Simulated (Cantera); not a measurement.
A closed system holds: 1 mol SiO2, 0.65 mol C, 5.5 mol N2, held at 55.0 Pa.

Equilibrium computed with Cantera from the NASA thermochemical tables; the gas is ideal and each condensed phase is pure. Candidate condensed phases: C, Si, SiC, SiO2, Si2N2O, Si3N4; 34 gas species. N2 is the only nitrogen source here; it is nearly inert below about 1500 K, so the nitride shown seldom forms there in practice. Mutual solubility and eutectic melting of coexisting phases are not modelled. The tables hold silica as quartz up to 1696 K and as liquid above; real silica turns to tridymite and cristobalite and melts near 1996 K. The numbers say what is thermodynamically allowed, not how fast it happens.

Task: Which condensed phases are stable at each of these points (T (K)): 948, 1023, 1098, 1173, 1248, 1323, 1398, 1473, 1548, 1623, 1698, 1773, 1848, 1923?

Result: 
```tsv
T (K)	condensed phases	Si condensed (%)
948	C(graphite) + SiO2(β-quartz) + Si2N2O(s)	100.0
1023	C(graphite) + SiO2(β-quartz) + Si2N2O(s)	100.0
1098	SiO2(β-quartz) + Si2N2O(s)	100.0
1173	SiO2(β-quartz) + Si2N2O(s)	100.0
1248	SiO2(β-quartz) + Si2N2O(s)	100.0
1323	SiO2(β-quartz) + Si2N2O(s)	99.9
1398	SiO2(β-quartz) + Si2N2O(s)	98.4
1473	SiO2(β-quartz) + Si2N2O(s)	84.8
1548	SiO2(β-quartz)	35.0
1623	SiO2(β-quartz)	35.0
1698	SiO2(condensed)	34.9
1773	SiO2(condensed)	34.6
1848	SiO2(condensed)	33.4
1923	SiO2(condensed)	29.8
```

From 948 K to 1023 K the condensed part is C(graphite) + SiO2(β-quartz) + Si2N2O(s). From 1098 K to 1473 K the condensed part is SiO2(β-quartz) + Si2N2O(s). From 1548 K to 1623 K the condensed part is SiO2(β-quartz). From 1698 K to 1923 K the condensed part is SiO2(condensed).
